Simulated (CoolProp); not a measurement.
Properties of R410A along the isotherm 358.3 K.

The numbers come from the reference Helmholtz-energy equation of state, Lemmon 2003 in CoolProp. It is a pseudo-pure fit of the blend.

| p (MPa) | phase | Z | Prandtl number | fugacity coefficient |
|---|---|---|---|---|
| 0.766 | gas | 0.9482 | 0.820 | 0.9502 |
| 1.53 | gas | 0.8934 | 0.864 | 0.9016 |
| 2.3 | gas | 0.8342 | 0.929 | 0.8538 |
| 3.06 | gas | 0.7705 | 1.03 | 0.8074 |
| 3.83 | gas | 0.6984 | 1.20 | 0.7610 |
| 4.59 | gas | 0.6161 | 1.53 | 0.7156 |
| 5.36 | supercritical | 0.5129 | 2.39 | 0.6692 |
| 6.13 | supercritical | 0.3709 | 5.86 | 0.6214 |
| 6.89 | supercritical | 0.2774 | 4.97 | 0.5734 |
| 7.66 | supercritical | 0.2697 | 3.47 | 0.5308 |
| 8.42 | supercritical | 0.2773 | 2.92 | 0.4955 |
| 9.19 | supercritical | 0.2894 | 2.63 | 0.4654 |
| 9.96 | supercritical | 0.3034 | 2.45 | 0.4397 |
| 10.7 | supercritical | 0.3177 | 2.33 | 0.4185 |
| 11.5 | supercritical | 0.3338 | 2.24 | 0.3987 |
| 12.3 | supercritical | 0.3502 | 2.18 | 0.3814 |

Viscosity comes from a separate model (Geller 2000). Thermal conductivity comes from a separate model (Geller 2001).
